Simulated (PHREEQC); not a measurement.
Dissolve 0.38 mol NaOH per kg of water at 25 °C. It is in equilibrium with CO2 at log p = -3.4 (atm). Otherwise closed; pH follows from the charge balance.

The numbers come from PHREEQC with the ion-association model, phreeqc.dat.

```
Property                      Value
--------------------  -------------
pH                             9.89
ionic strength        0.351 mol/kgw
activity of water             0.991
specific conductance    19400 µS/cm
density                 1.018 g/cm³
total alkalinity         380 meq/kg
```

```
species  molality  activity   log γ
-------  --------  --------  ------
Na+         0.286     0.207  -0.140
NaCO3-     0.0892    0.0652  -0.136
CO3-2      0.0657    0.0169  -0.590
HCO3-      0.0651    0.0464  -0.147
NaHCO3    0.00499   0.00541   0.035
OH-      0.000118   7.79e-5  -0.180
CO2       1.25e-5   1.36e-5   0.035
```

No solid was allowed to form.
